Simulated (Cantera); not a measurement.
## Pyrogenic steam for wet oxidation

An isothermal, constant-pressure homogeneous reactor starts with H2 : O2 : N2 = 0.49 : 1 : 2 (molar parts), equivalence ratio 0.24, at 1125 K and 0.523 atm.

Cantera simulation using GRI-Mech 3.0 (53 species, 325 reactions); the numbers are that mechanism's predictions, not measurements. The temperature is held fixed by assumption; the heat of reaction is taken as removed at once.

```tsv
t (s)	x H2	x O2	x N2O	x NO	x H2O
3.00e-6	0.140	0.287	<1e-12	<1e-12	2.07e-10
1.86e-5	0.140	0.287	<1e-12	<1e-12	3.76e-8
0.000115	0.0396	0.242	1.12e-8	6.56e-7	0.0914
0.000711	0.000586	0.233	4.67e-8	1.28e-6	0.150
0.00440	2.95e-5	0.233	5.16e-8	1.23e-6	0.151
0.0273	2.55e-7	0.233	5.31e-8	1.28e-6	0.151
0.169	7.49e-9	0.233	5.35e-8	1.32e-6	0.151
1.04	1.42e-9	0.233	5.14e-8	1.32e-6	0.151
6.46	1.05e-9	0.233	3.84e-8	1.31e-6	0.151
40.0	1.04e-9	0.233	9.09e-9	1.31e-6	0.151
```
x: mole fraction; the columns are a selection and need not sum to one.

Equilibrium at this temperature and pressure: H2 1.04e-9, O2 0.233, N2O 4.71e-9, NO 9.94e-5, H2O 0.151 (gas phase only).
